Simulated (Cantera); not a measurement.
Cantera run:

```python
import numpy as np
import cantera as ct

gas_names = """
    H HNO HNO2 HNO3 HO2 H2 H2O H2O2 Hg N NH NH2 NH3 NH2OH NO NO2 NO3 N2 N2H2 N2H4 N2O O OH O2 O3
""".split()
cond_names = """
    H2O(s) H2O(L) Hg(cr) Hg(L) HgO(s)
""".split()


# ... load() reads the species with a 1 bar reference pressure and builds the phases ...
atoms = {
    'HgO': {'Hg': 1, 'O': 1},
    'H2': {'H': 2},
    'N2': {'N': 2},
}
top_T = {}  # K; cautious upper limits of use, not melting points


# ... equilibrate(T, P, feed) seeds the gas with the atoms and calls Mixture.equilibrate('TP', solver="vcs", rtol=1e-11, max_steps=5000) ...
results = []
feed = {'HgO': 1, 'H2': 0.2, 'N2': 12}  # mol
T = 1275  # K
P = 260000  # Pa
mix = equilibrate(T, P, feed)
results.append((T, P, feed, dict(zip(mix.species_names, mix.species_moles))))
print(gas.report(threshold=0.0001))
for i in range(1, mix.n_phases):
    print(f"{mix.phase(i).name:16s} {mix.phase_moles(i):12.5e} mol")
```

Output:

```
       temperature   1275 K
          pressure   2.6e+05 Pa
           density   0.99757 kg/m^3
  mean mol. weight   40.674 kg/kmol
   phase of matter   gas

                          1 kg             1 kmol
                     ---------------   ---------------
          enthalpy        7.6225e+05        3.1003e+07  J
   internal energy        5.0161e+05        2.0402e+07  J
           entropy            5667.3        2.3051e+05  J/K
    Gibbs function       -6.4636e+06        -2.629e+08  J
 heat capacity c_p            816.23             33199  J/K
 heat capacity c_v            611.81             24885  J/K

                      mass frac. Y      mole frac. X     chem. pot. / RT
                     ---------------   ---------------   ---------------
               H2O         0.0065131          0.014705           -51.754
                Hg           0.36263          0.073529           -18.626
                NO        9.7851e-05        0.00013264            -27.27
                N2           0.60767           0.88229           -24.697
                O2          0.023085          0.029344           -29.843
     [  +20 minor]        1.7267e-06        2.4479e-06

Hg(L)             0.00000e+00 mol
```

Method: chemical equilibrium by Gibbs-energy minimisation in Cantera with the NASA 1993 tables (ideal gas, pure condensed phases).
